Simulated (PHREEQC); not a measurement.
Dissolve 0.099 mol Zn(NO3)2, 0.029 mol FeCl3 and 0.19 mol KCl per kg of water at 20 °C. Closed to the air; pH follows from the charge balance.

Model: ion-association model, phreeqc.dat, run in PHREEQC.

No solid was allowed to form.

Q: Order these Cl species by the share of Cl that they hold, largest first: ZnCl+, FeCl+2, FeCl2+, ZnCl2, Cl-.

A: Cl- (89 %), FeCl+2 (4.4 %), ZnCl+ (3.5 %), FeCl2+ (2.2 %), ZnCl2 (0.63 %)

Q: Order these Zn species by the share of Zn that they hold, largest first: Zn+2, ZnCl3-, ZnCl2, ZnCl+.

A: Zn+2 (89 %), ZnCl+ (9.7 %), ZnCl2 (0.89 %), ZnCl3- (0.27 %)

The pH is 2.30 and the ionic strength 0.580 mol/kgw. The solution is supersaturated, for example in Hematite (slow to form), Goethite (slow to form), so a real one may precipitate; this is no full list. Complexes and solids missing from the database can't appear.
